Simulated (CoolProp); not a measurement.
The fluoroketone C6F12O (FK-5-1-12) at 441.6 K and 1.21 MPa is throttled through a valve to 0.333 MPa with no heat exchange. Each further row changes one setting.

Model: reference Helmholtz-energy equation of state, McLinden 2015, in CoolProp.

```csv
case,temperature change (K),final density (kg/m³)
as stated,-9.8,31.5
outlet pressure 0.0999 MPa,-11.9,9.03
outlet pressure 0.433 MPa,-8.8,41.9
```
